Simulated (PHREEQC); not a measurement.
## Brine: speciation

Dissolve 0.59 mol H2SO4, 0.074 mol MgSO4 and 2 mol MgCl2 per kg of water at 41 °C. Closed to the air; pH follows from the charge balance.

All values are PHREEQC results (Pitzer model, pitzer.dat), not measurements.

No solid was allowed to form.

**Question.** What pH, ionic strength does the model give?

**Answer.** pH -0.66; ionic strength 7.16 mol/kgw.

**Question.** In which forms is S present?

**Answer.** HSO4- 68 %, SO4-2 32 % of the S.

Species that the database lacks are ignored. In brines, pH and single-ion activities rest on the MacInnes convention. Constants without temperature data keep their 25 °C values here.
